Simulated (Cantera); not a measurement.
**Equilibrium for fluorocarbon and chlorocarbon gases: CCl₄ + F₂ + H₂ + HCl**

Input: 1 mol CCl₄, 0.28 mol F₂, 0.1 mol H₂, 0.46 mol HCl, at 1298.15 K and 10000 Pa.

These are equilibrium values from Cantera (NASA tables, ideal gas, pure condensed phases), not measurements of a reactor. Candidate condensed phases: C, C₆H₆, C₇H₈, C₈H₁₈; 118 gas species. Gases not in the tables: C₂F₆ and larger saturated fluorocarbons. Equilibrium is a limit: real reactors are often held back by kinetics, nucleation or transport.

| Item | Value |
|---|---|
| x(Cl₂) | 0.698 |
| x(HCl) | 0.163 |
| x(HF) | 0.0732 |
| x(Cl) | 0.0322 |
| x(CF₄) | 0.0278 |
| x(CClF₃) | 0.00484 |
| x(CCl₂F₂) | 0.000800 |
| x(CCl₃F) | 0.000109 |
| x(CCl₄) | 2.91e-5 |
| n(C(graphite)) | 0.906 mol |
| gas amount | 2.791 mol |
